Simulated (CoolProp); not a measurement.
Vapour-liquid equilibrium of CH3F (R41) (1) + chloromethane (R40) (2) at -22.45 °C; x and y are mole fractions of (1).

Computed with CoolProp (multi-fluid Helmholtz-energy mixture model, Lemmon 2006 and Thol 2014; pair parameters Bell 2016).

```
x      bubble pressure (kPa)  y at the bubble point  dew pressure at overall composition x (kPa)  liquid density (mol/L)
-----  ---------------------  ---------------------  -------------------------------------------  ----------------------
0.05                   159.5                  0.343                                        113.6                   19.96
0.125                  236.1                  0.581                                        122.6                   20.18
0.2                    311.7                  0.702                                        133.2                   20.38
0.275                  385.6                  0.775                                        145.8                   20.58
0.35                   457.5                  0.824                                        161.0                   20.78
0.425                  527.3                  0.860                                        179.6                   20.97
0.5                    595.2                  0.888                                        203.0                   21.15
0.575                  661.7                  0.910                                        233.4                   21.31
0.65                   727.2                  0.929                                        274.3                   21.47
0.725                  792.8                  0.946                                        332.1                   21.61
0.8                    859.4                  0.961                                        419.2                   21.74
0.875                  928.4                  0.976                                        561.9                   21.85
0.95                    1001                  0.990                                        811.0                   21.94
```

No azeotrope shows between x = 0.05 and 0.95.

Pair parameters are fitted to limited data, so mixtures are less certain than the pure fluids. The gap from Raoult's law changes sign with composition, which may be real or a fault of the pair parameters; it wasn't checked against measurements.
